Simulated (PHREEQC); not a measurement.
0.023 g of hydrous ferric oxide (600 m²/g; 0.2 weak and 0.005 strong sites per Fe, Dzombak-Morel constants, diffuse double layer) in 1 kg of water with 0.1 mol/kgw of an inert sodium salt and 5.9e-05 mol Na2HAsO4, 9.5e-05 mol NiCl2 and 9.4e-07 mol NaH2PO4, at 25 °C; the pH is set by adding NaOH or the inert anion's acid. O2 is buffered at 0.21 atm. No CO2 enters from the air. No solid was allowed to form.

The series has 13 steps of pH, from 4 to 10.

Model: ion-association model, wateq4f.dat, run in PHREEQC.

**Question.** Near which pH is half of the As sorbed, and on which side is more sorbed?

**Answer.** Near pH 7.0, with more sorbed at lower pH.

**Question.** At which pH does the surface charge pass through zero?

**Answer.** Near pH 5.6.

Along this series the solution becomes supersaturated in solids that the run did not let form, among them Ni(OH)2. H3PO4, which wateq4f.dat lacks, is added to it with the constant of phreeqc.dat. The database has no phosphate complexes of Ni. The database has no arsenate complexes of Ni.
